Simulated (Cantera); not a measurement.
What does this Cantera script print?

```python
import numpy as np
import cantera as ct

gas_names = """
    CL CL2 H HCL H2 N NH NH2 NH3 N2 N2H2 N2H4 Sr SrCL SrCL2
""".split()
cond_names = """
    NH4CL(a) NH4CL(b) Sr(a) Sr(b) Sr(L) SrCL2(a) SrCL2(b) SrCL2(L)
""".split()


# ... load() reads the species with a 1 bar reference pressure and builds the phases ...
atoms = {
    'SrCl2': {'Sr': 1, 'CL': 2},
    'H2': {'H': 2},
    'N2': {'N': 2},
}
top_T = {}  # K; cautious upper limits of use, not melting points


# ... equilibrate(T, P, feed) seeds the gas with the atoms and calls Mixture.equilibrate('TP', solver="vcs", rtol=1e-11, max_steps=5000) ...
results = []
feed = {'SrCl2': 1, 'H2': 0.19, 'N2': 10}  # mol
T = 1875  # K
P = 1333.22  # Pa
mix = equilibrate(T, P, feed)
results.append((T, P, feed, dict(zip(mix.species_names, mix.species_moles))))
print(gas.report(threshold=1e-05))
for i in range(1, mix.n_phases):
    print(f"{mix.phase(i).name:16s} {mix.phase_moles(i):12.5e} mol")
```

It prints:

```
       temperature   1875 K
          pressure   1333.2 Pa
           density   0.0033505 kg/m^3
  mean mol. weight   39.178 kg/kmol
   phase of matter   gas

                          1 kg             1 kmol
                     ---------------   ---------------
          enthalpy        3.4424e+05        1.3487e+07  J
   internal energy            -53675       -2.1029e+06  J
           entropy            7737.4        3.0313e+05  J/K
    Gibbs function       -1.4163e+07       -5.5489e+08  J
 heat capacity c_p            961.56             37672  J/K
 heat capacity c_v            749.34             29357  J/K

                      mass frac. Y      mole frac. X     chem. pot. / RT
                     ---------------   ---------------   ---------------
                CL        6.4683e-05        7.1486e-05           -28.639
                 H        1.8222e-05        0.00070822           -13.879
               HCL         0.0019305         0.0020745           -42.517
                H2        0.00080085          0.015563           -27.757
                N2           0.63807           0.89235           -31.157
                Sr        0.00038561        0.00017242           -24.758
              SrCL         0.0056581         0.0018012           -53.397
             SrCL2           0.35307          0.087261           -82.035
     [   +7 minor]        1.3747e-09        2.2808e-09

Sr(L)             0.00000e+00 mol
SrCL2(L)          0.00000e+00 mol
```

Equilibrium computed with Cantera from the NASA thermochemical tables; the gas is ideal and each condensed phase is pure.
